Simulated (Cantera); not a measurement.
Input: 1 mol B₂H₆, 5.2 mol N₂, 0.32 mol H₂, held at 2423.15 K.

These are equilibrium values from Cantera (NASA tables, ideal gas, pure condensed phases), not measurements of a reactor. Candidate condensed phases: B, BN; 15 gas species. The feed counts by its element totals alone. The tables' values for BH₂ are old estimates; treat these amounts as uncertain. Equilibrium is a limit: real reactors are often held back by kinetics, nucleation or transport.

x: gas mole fraction; n: condensed amount in mol.

```
P (Pa)   x N₂    x H₂     x H       x B     x BH₂  x BN      x BH  n B(l)  n BN(s)
------  -----  ------  ------  --------  --------  ----  --------  ------  -------
10      0.395  0.0513   0.402     0.151   6.09e-5     ?  0.000217       0        0
37      0.444   0.122   0.322     0.109  0.000388     ?  0.000466   0.703        0
140     0.524   0.222   0.223    0.0289  0.000706     ?  0.000323    1.70        0
520     0.565   0.293   0.133   0.00779  0.000931     ?  0.000193    1.92        0
1900    0.586   0.336  0.0746   0.00213   0.00107     ?  0.000108    1.97        0
7200    0.547   0.409  0.0423  0.000449   0.00104     ?   4.88e-5       0     1.99
27000   0.552   0.425  0.0223   6.15e-5  0.000553     ?   1.32e-5       0     2.00
100000  0.555   0.433  0.0117   8.60e-6  0.000292     ?   3.58e-6       0     2.00
```

Task: What belongs in the gaps?

Result: 
- 10, x BN: 0.000417
- 37, x BN: 0.000615
- 140, x BN: 0.000344
- 520, x BN: 0.000185
- 1900, x BN: 9.86e-5
- 7200, x BN: 3.90e-5
- 27000, x BN: 1.04e-5
- 100000, x BN: 2.81e-6
